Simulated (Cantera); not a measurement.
A perfectly stirred reactor is fed with 2.58 % CH4, 5.34 % O2, 92.1 % N2, at 16.0 bar; it is held at 1450 K, and followed from long to short residence time.

Cantera simulation using GRI-Mech 3.0 (53 species, 325 reactions); the numbers are that mechanism's predictions, not measurements. The pressure lies above the range GRI-Mech 3.0 was tuned for (to about 10 atm). The temperature is held fixed by assumption; the heat of reaction is taken as removed at once.

One state of this run: x CH4 = 0.000764; x O2 = 0.00706; x CO2 = 0.0191; x CH3 = 2.31e-5; x CH2O = 4.82e-5. x: mole fraction; the columns are a selection and need not sum to one.

Q: Which value of τ (s) does it belong to?
(A) 0.0071
(B) 0.15
(C) 8.8
(D) 3.2

A: A, 0.0071
